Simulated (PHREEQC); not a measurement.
Make-up at 25 °C: 0.0022 mol/kgw ZnSO4 and 0.2 mol/kgw FeSO4. Closed to the air; pH follows from the charge balance.

Equilibrium calculation in PHREEQC: ion-association model, wateq4f.dat.

No solid was allowed to form.

Problem. Estimate the pH, ionic strength.

Solution. pH 5.82; ionic strength 0.409 mol/kgw.

Problem. In which forms is Zn present?

Solution. ZnSO4 40 %, Zn+2 31 %, Zn(SO4)2-2 28 % of the Zn.

Complexes and solids missing from the database can't appear.
